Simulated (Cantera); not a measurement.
A closed system holds: 1 mol toluene, 0.064 mol H₂O, 13 mol H₂, at 10000 Pa.

These are equilibrium values from Cantera (NASA tables, ideal gas, pure condensed phases), not measurements of a reactor. Candidate condensed phases: C, C₆H₆, C₇H₈, C₈H₁₈, H₂O; 110 gas species. Rates play no part. All values below are at 1800 K.

Base state: H₂ 0.995, CO 0.00373, H 0.00113, C₂H₂ (acetylene) 0.000174, CH₄ 7.62e-5 (mole fractions); condensed: C(graphite).

Q: What changes in the equilibrium state with this change: pressure from 10000 Pa to 133 Pa?

A: 
| species | before | after |
|---|---|---|
| H₂ | 0.995 | 0.986 |
| H | 0.00113 | 0.00974 |
| CO | 0.00373 | 0.00372 |
| CH₄ | 7.62e-5 | 9.98e-7 |
| C₂H₂ (acetylene) | 0.000174 | 0.000173 |
| C(graphite), mol | 6.93 | 6.93 |
